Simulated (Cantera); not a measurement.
Input (Python, Cantera):

```python
import numpy as np
import cantera as ct

gas = ct.Solution("gri30.yaml")
gas.TPX = 1725, 120000, {'NO': 1, 'N2': 11}
reactor = ct.IdealGasConstPressureReactor(gas, energy="off", clone=False)
net = ct.ReactorNet([reactor])
net.rtol, net.atol = 1e-08, 1e-18
show = ['NO', 'N2', 'NO2', 'O', 'N2O']
times = np.geomspace(1e-06, 60, 11)

steps = ct.SolutionArray(gas, extra=["t"])
rows = []
print(f"{'t/s':>10s}{'T/K':>9s}{'P/Pa':>11s}" + "".join(f"{s:>11s}" for s in show))
for t in times:
    while net.time < t:
        t_next = net.step()
        steps.append(gas.state, t=t_next)
    rows.append([np.interp(t, steps.t, y) for y in (steps.T, steps.P, *steps(*show).X.T)])
    print(f"{t:10.3e}{rows[-1][0]:9.1f}{rows[-1][1]:11.4g}" + "".join(f"{x:11.3e}" for x in rows[-1][2:]))
rate = np.gradient(steps.T, steps.t)
print("integrator steps:", len(steps.t))
if steps.T.max() > steps.T[0] + 200:
    print(f"time of steepest temperature rise: {steps.t[rate.argmax()]:.4e} s")
gas.TPX = 1725, 120000, {'NO': 1, 'N2': 11}
gas.equilibrate("TP")
print(f"equilibrium (TP): T = {gas.T:.1f} K  " + "  ".join(f"{s} {gas[s].X[0]:.3e}" for s in show))
```

Result:

```
       t/s      T/K       P/Pa         NO         N2        NO2          O        N2O
 1.000e-06   1725.0    1.2e+05  8.333e-02  9.167e-01  8.049e-12  9.484e-10  9.561e-10
 5.995e-06   1725.0    1.2e+05  8.333e-02  9.167e-01  2.816e-10  5.458e-09  5.728e-09
 3.594e-05   1725.0    1.2e+05  8.333e-02  9.167e-01  8.514e-09  2.607e-08  3.417e-08
 2.155e-04   1725.0    1.2e+05  8.333e-02  9.167e-01  1.463e-07  6.696e-08  1.988e-07
 1.292e-03   1725.0    1.2e+05  8.333e-02  9.167e-01  1.276e-06  1.850e-07  1.002e-06
 7.746e-03   1725.0    1.2e+05  8.331e-02  9.167e-01  9.534e-06  9.495e-07  2.633e-06
 4.644e-02   1725.0    1.2e+05  8.322e-02  9.167e-01  1.728e-05  1.626e-06  2.840e-06
 2.784e-01   1725.0    1.2e+05  8.276e-02  9.170e-01  1.927e-05  1.817e-06  2.809e-06
 1.669e+00   1725.0    1.2e+05  8.002e-02  9.183e-01  2.769e-05  2.671e-06  2.630e-06
 1.001e+01   1725.0    1.2e+05  6.597e-02  9.253e-01  4.470e-05  5.168e-06  1.810e-06
 6.000e+01   1725.0    1.2e+05  2.777e-02  9.444e-01  3.274e-05  8.934e-06  3.978e-07
integrator steps: 838
equilibrium (TP): T = 1725.0 K  NO 1.556e-03  N2 9.575e-01  NO2 2.219e-06  O 1.078e-05  N2O 1.093e-07
```

Detailed kinetics in Cantera: GRI-Mech 3.0 (53 species, 325 reactions).
